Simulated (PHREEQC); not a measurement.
A solution holds 0.013 mol/kgw HF, 0.00018 mol/kgw (CH3)4NF and 2.6e-05 mol/kgw H4SiO4, at 25 °C and 300 atm. Closed to the air; pH follows from the charge balance.

Model: ion-association model, phreeqc.dat, run in PHREEQC.

Precipitation was switched off in this run.

**Question.** Estimate the pH.

**Answer.** pH 2.56.

**Question.** In which forms is F present?

**Answer.** HF 75 %, F- 23 %, HF2- 1.5 %, SiF6-2 1.2 % of the F.

Under pressure, the constants of complexes without a molar volume in the database are unreliable. (CH3)4N+ isn't in the database: it is added as a free cation with an ion size of 4 Å. SiF6-2 is the database's only silicon fluoride.
